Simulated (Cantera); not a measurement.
## Silicon oxide and oxynitride deposition: SiCl4 + H2O + N2 + O3

Input: 1 mol SiCl4, 0.27 mol H2O, 17 mol N2, 0.46 mol O3, at 0.890 bar.

Method: chemical equilibrium by Gibbs-energy minimisation in Cantera with the NASA 1993 tables (ideal gas, pure condensed phases). Candidate condensed phases: H2O, NH4Cl, Si, SiO2, Si2N2O, Si3N4; 47 gas species. The tables hold silica as quartz up to 1696 K and as liquid above; real silica turns to tridymite and cristobalite and melts near 1996 K. The numbers say what is thermodynamically allowed, not how fast it happens.

From 650 K to 750 K the condensed part is SiO2(α-quartz). From 850 K to 1550 K the condensed part is SiO2(β-quartz). The main Si-bearing gas is SiCl4 throughout.

```csv
T (K),x N2,x Cl2,x HCl,x Cl,n SiO2(α-quartz),n SiO2(β-quartz)
650,0.890,0.0723,0.0283,3.70e-8,0.825,0
750,0.890,0.0723,0.0283,7.73e-7,0.825,0
850,0.890,0.0723,0.0283,7.96e-6,0,0.825
950,0.890,0.0722,0.0283,5.04e-5,0,0.825
1050,0.890,0.0721,0.0283,0.000226,0,0.825
1150,0.890,0.0719,0.0283,0.000779,0,0.825
1250,0.889,0.0711,0.0282,0.00221,0,0.825
1350,0.888,0.0694,0.0282,0.00532,0,0.825
1450,0.885,0.0662,0.0281,0.0113,0,0.825
1550,0.881,0.0609,0.0280,0.0212,0,0.825
```
x: gas mole fraction; n: condensed amount in mol.
